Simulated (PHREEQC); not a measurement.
Consider water at 25 °C with 0.0086 mol/kgw Pb(NO3)2, 0.00093 mol/kgw HNO3 and 0.001 mol/kgw Na2SO4. Closed to the air; pH follows from the charge balance.

Computed with PHREEQC (ion-association model, phreeqc.dat).

No solid was allowed to form.

### Question
Order these Pb species by the share of Pb that they hold, largest first: PbSO4, PbNO3+, Pb+2.

### Answer
Pb+2 (83 %), PbNO3+ (11 %), PbSO4 (6.1 %)

The pH is 3.10 and the ionic strength 0.0256 mol/kgw. Saturation is exceeded, for instance for Anglesite; the values hold only as long as no solid forms.
